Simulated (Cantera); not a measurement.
A Cantera script and what it prints.

```python
import numpy as np
import cantera as ct

gas_names = """
    CL CL2 H HCL H2 N NH NH2 NH3 N2 N2H2 N2H4 Si SiCL SiCL2 SiCL3 SiCL4 SiH SiHCL3 SiH2 SiH2CL2 SiH3
    SiH3CL SiH4 SiN Si2 Si2N Si3
""".split()
cond_names = """
    NH4CL(a) NH4CL(b) Si(cr) Si(L) Si3N4(a)
""".split()


# ... load() reads the species with a 1 bar reference pressure and builds the phases ...
atoms = {
    'Si2Cl6': {'Si': 2, 'CL': 6},
    'NH3': {'N': 1, 'H': 3},
    'H2': {'H': 2},
}
top_T = {'Si3N4(a)': 2400}  # K; cautious upper limits of use, not melting points


# ... equilibrate(T, P, feed) seeds the gas with the atoms and calls Mixture.equilibrate('TP', solver="vcs", rtol=1e-11, max_steps=5000) ...
results = []
feed = {'Si2Cl6': 1, 'NH3': 1.2, 'H2': 25}  # mol
T = 1250  # K
for P in [5, 17, 59, 210, 710, 2400, 8400, 29000, 100000]:
    mix = equilibrate(T, P, feed)
    results.append((T, P, feed, dict(zip(mix.species_names, mix.species_moles))))

top = {s: max(r[3][s] / sum(r[3][g] for g in gas_names) for r in results) for s in gas_names}
cols = sorted((s for s in top if top[s] > 0.0001), key=lambda s: -top[s])[:6]
seen = [c for c in cond_names if any(r[3].get(c, 0) > 1e-12 for r in results)]
print("log10 of partial pressures in bar; condensed amounts in mol")
print(f"{'P/Pa':>10s}" + "".join(f"{s[:9]:>10s}" for s in cols + seen))
for T, P, feed, n in results:
    ng = sum(n[g] for g in gas_names)
    print(f"{P:10.4g}" + "".join(f"{np.log10(max(n[s] / ng * P / 1e5, 1e-99)):10.3f}" for s in cols)
          + "".join(f"{n.get(c, 0):10.4g}" for c in seen))
```

Output:

```
log10 of partial pressures in bar; condensed amounts in mol
      P/Pa        H2       HCL     SiCL2     SiCL4    SiHCL3     SiCL3  Si3N4(a)
         5    -4.378    -5.228    -5.697    -8.439    -9.037    -7.495    0.2596
        17    -3.846    -4.680    -5.202    -7.379    -7.994    -6.718     0.285
        59    -3.305    -4.139    -4.691    -6.327    -6.942    -5.937    0.2952
       210    -2.752    -3.601    -4.186    -5.300    -5.899    -5.171    0.2986
       710    -2.219    -3.103    -3.742    -4.392    -4.957    -4.495    0.2995
      2400    -1.684    -2.622    -3.363    -3.586    -4.097    -3.902    0.2998
      8400    -1.134    -2.136    -3.060    -2.860    -3.307    -3.387    0.2999
   2.9e+04    -0.591    -1.646    -2.858    -2.221    -2.615    -2.967       0.3
     1e+05    -0.051    -1.137    -2.746    -1.633    -1.995    -2.617       0.3
```

Cantera equilibrium calculation (NASA polynomials, part measured and part estimated; ideal gas, pure solids and liquids). The feed counts by its element totals alone. The tables' values for SiCl3 are old estimates; treat these amounts as uncertain.
